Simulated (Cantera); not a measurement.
A closed system holds: 1 mol AlN, 0.57 mol N2, equilibrated at 0.220 bar.

These are equilibrium values from Cantera (NASA tables, ideal gas, pure condensed phases), not measurements of a reactor. Candidate condensed phases: Al, AlN; 5 gas species. Equilibrium is a limit: real reactors are often held back by kinetics, nucleation or transport. All values below are at 2300 °C.

Base state: N2 0.518, Al 0.481, Al2 0.00152 (mole fractions); condensed: gas only.

Problem. What changes in the equilibrium state with this change: N2 from 0.57 to 5.9 mol?

Solution. 
```tsv
species	before	after
N2	0.518	0.865
Al	0.481	0.135
Al2	0.00152	0.000120
```
